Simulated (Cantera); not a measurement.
Charge: 1 mol CH3SiCl3, 0.059 mol C2H4, 83 mol H2, at 2000 Pa.

Cantera equilibrium calculation (NASA polynomials, part measured and part estimated; ideal gas, pure solids and liquids). Candidate condensed phases: C, C6H6, C7H8, C8H18, Si, SiC; 109 gas species. The feed counts by its element totals alone. Gases not in the tables: Si2H6 and higher silanes. Equilibrium is a limit: real reactors are often held back by kinetics, nucleation or transport.

Task: Which condensed phases are stable at each of these points (T (K)): 1423, 1573, 1723, 1873, 2023, 2173, 2323, 2473, 2623?

Result: 
```tsv
T (K)	condensed phases	Si condensed (%)
1423	C(graphite) + SiC(s)	99.8
1573	C(graphite) + SiC(s)	99.6
1723	C(graphite) + SiC(s)	99.4
1873	C(graphite) + SiC(s)	98.8
2023	C(graphite) + SiC(s)	96.5
2173	SiC(s)	79.7
2323	C(graphite)	0.0
2473	gas only	0.0
2623	gas only	0.0
```

From 1423 K to 2023 K the condensed part is C(graphite) + SiC(s). At 2173 K the condensed part is SiC(s). At 2323 K the condensed part is C(graphite). From 2473 K to 2623 K nothing is condensed.
